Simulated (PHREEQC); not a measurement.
**Cooling-tower water**

Model water analysis in mg/kgw, 25 °C, pH 8.08, pe 9.9:

| constituent | mg/kgw |
|---|---|
| Na | 72.8 |
| K | 0.786 |
| Ca | 92.7 |
| Mg | 38.5 |
| Cl | 243 |
| S(6) as SO4 | 95.9 |
| Alkalinity as HCO3 | 145 |
| Pb | 25.3 |
| Br | 0.274 |

Valence states are taken as typed.

All values are PHREEQC results (ion-association model, phreeqc.dat), not measurements.

Precipitation was switched off in this run.

Predict the ionic strength.

ionic strength 0.0148 mol/kgw.

In which forms is Mg present?

Mg+2 92 %, MgSO4 6.5 %, MgHCO3+ 1.3 %, MgCO3 0.5 % of the Mg.

Saturation is exceeded, for instance for Cerussite, Pb(OH)2; the values hold only as long as no solid forms. Species that the database lacks are ignored.
